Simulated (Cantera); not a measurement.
Thermodynamics of aluminium nitride and oxide growth, feed AlCl₃ + N₂O + N₂

Input: 1 mol AlCl₃, 0.67 mol N₂O, 8.4 mol N₂, held at 13300 Pa.

Equilibrium computed with Cantera from the NASA thermochemical tables; the gas is ideal and each condensed phase is pure. Candidate condensed phases: Al, AlCl₃, AlN, Al₂O₃; 24 gas species. The tables' values for AlCl₂ are old estimates; treat these amounts as uncertain. Equilibrium is a limit: real reactors are often held back by kinetics, nucleation or transport.

From 1525 K to 2125 K the condensed part is Al₂O₃(s). The main Al-bearing gas is AlCl₃ throughout.

```tsv
T (K)	x N₂	x Cl	x AlCl₃	x Cl₂	x AlCl₂	x AlOCl	x AlCl	n Al₂O₃(s)
1525	0.864	0.0396	0.0527	0.0440	5.33e-7	4.98e-8	3.82e-11	0.223
1575	0.859	0.0505	0.0524	0.0381	1.20e-6	1.34e-7	1.63e-10	0.223
1625	0.854	0.0622	0.0521	0.0319	2.62e-6	3.39e-7	6.65e-10	0.223
1675	0.849	0.0738	0.0518	0.0257	5.59e-6	8.10e-7	2.62e-9	0.223
1725	0.844	0.0846	0.0515	0.0199	1.17e-5	1.84e-6	9.98e-9	0.223
1775	0.840	0.0939	0.0513	0.0150	2.41e-5	3.98e-6	3.70e-8	0.223
1825	0.836	0.102	0.0511	0.0109	4.86e-5	8.25e-6	1.34e-7	0.223
1875	0.834	0.107	0.0509	0.00782	9.63e-5	1.64e-5	4.66e-7	0.223
1925	0.832	0.112	0.0506	0.00554	0.000186	3.16e-5	1.56e-6	0.223
1975	0.830	0.115	0.0504	0.00392	0.000351	5.86e-5	5.01e-6	0.223
2025	0.829	0.117	0.0500	0.00279	0.000644	0.000105	1.53e-5	0.222
2075	0.828	0.119	0.0493	0.00200	0.00114	0.000183	4.45e-5	0.222
2125	0.827	0.121	0.0483	0.00146	0.00196	0.000310	0.000122	0.222
```
x: gas mole fraction; n: condensed amount in mol.
